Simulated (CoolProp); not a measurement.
Vapour pressure (kPa) of C2F6 (R116): the reference equation beside estimates from Tc = 293.0 K, pc = 3048 kPa, ω = 0.257. Clausius-Clapeyron is anchored at 208.4 K with a constant enthalpy of vaporisation of 15.31 kJ/mol.

Model: reference Helmholtz-energy equation of state, Lemmon 2006, in CoolProp. It is a short technical equation, of lower accuracy than the large ones.

```tsv
T (K)	reference	Lee-Kesler	Clausius-Clapeyron	van der Waals	Redlich-Kwong	Peng-Robinson
193.1	91.09	90.48	97.81	445.7	156.7	91.02
196.9	111.7	111.3	117.6	494.2	186.9	111.5
200.8	136.6	136.3	141.0	547.6	222.1	136.1
204.6	164.6	164.6	167.2	603.0	260.8	164.0
208.4	197.0	197.2	197.0	662.1	304.2	196.1
212.2	233.9	234.5	230.7	724.8	352.6	232.8
216	276.0	276.9	268.8	791.2	406.2	274.6
219.8	323.5	324.9	311.5	861.4	465.3	322.0
```

Absolute difference from the reference over all 8 rows, mean and median: Lee-Kesler 0.3 and 0.3 %, Clausius-Clapeyron 3.1 and 2.9 %, van der Waals 262.2 and 251.2 %, Redlich-Kwong 57.1 and 56.4 %, Peng-Robinson 0.4 and 0.4 %.
